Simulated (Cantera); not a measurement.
An adiabatic, constant-pressure homogeneous reactor starts with CH4 : O2 : N2 = 1 : 1.25 : 4.7 (molar parts), equivalence ratio 1.6, at 1575 K and 0.510 bar. Integrator tolerance rtol = 1e-08.

Computed with Cantera and GRI-Mech 3.0 (53 species, 325 reactions).

### Question
What does this change do: N2 4.7 to 7.1 parts?

### Answer
```
quantity                                                              before                                      after
---------------------------------  -----------------------------------------  -----------------------------------------
time of steepest temperature rise                                    1.16 ms                                    1.60 ms
temperature at 5.00 s                                                 2674 K                                     2520 K
equilibrium temperature                                               2674 K                                     2520 K
x(CH4) at 5.00 s                       <1e-12 (gas-phase equilibrium <1e-12)      <1e-12 (gas-phase equilibrium <1e-12)
x(O2) at 5.00 s                    0.000983 (gas-phase equilibrium 0.000983)  0.000260 (gas-phase equilibrium 0.000260)
x(C2H) at 5.00 s                       <1e-12 (gas-phase equilibrium <1e-12)      <1e-12 (gas-phase equilibrium <1e-12)
x(O) at 5.00 s                       0.00143 (gas-phase equilibrium 0.00143)  0.000363 (gas-phase equilibrium 0.000363)
x(N2O) at 5.00 s                     6.35e-8 (gas-phase equilibrium 6.35e-8)    2.95e-8 (gas-phase equilibrium 2.95e-8)
x(OH) at 5.00 s                      0.00916 (gas-phase equilibrium 0.00916)    0.00376 (gas-phase equilibrium 0.00376)
```

### Question
What does this change do: pressure from 0.510 bar to 2.60 bar?

### Answer
```
quantity                                                              before                                      after
---------------------------------  -----------------------------------------  -----------------------------------------
time of steepest temperature rise                                    1.16 ms                                   0.335 ms
temperature at 5.00 s                                                 2674 K                                     2763 K
equilibrium temperature                                               2674 K                                     2763 K
x(CH4) at 5.00 s                       <1e-12 (gas-phase equilibrium <1e-12)  3.77e-12 (gas-phase equilibrium 4.33e-12)
x(O2) at 5.00 s                    0.000983 (gas-phase equilibrium 0.000983)  0.000427 (gas-phase equilibrium 0.000427)
x(C2H) at 5.00 s                       <1e-12 (gas-phase equilibrium <1e-12)      <1e-12 (gas-phase equilibrium <1e-12)
x(O) at 5.00 s                       0.00143 (gas-phase equilibrium 0.00143)  0.000604 (gas-phase equilibrium 0.000604)
x(N2O) at 5.00 s                     6.35e-8 (gas-phase equilibrium 6.35e-8)    1.09e-7 (gas-phase equilibrium 1.09e-7)
x(OH) at 5.00 s                      0.00916 (gas-phase equilibrium 0.00916)    0.00639 (gas-phase equilibrium 0.00639)
```
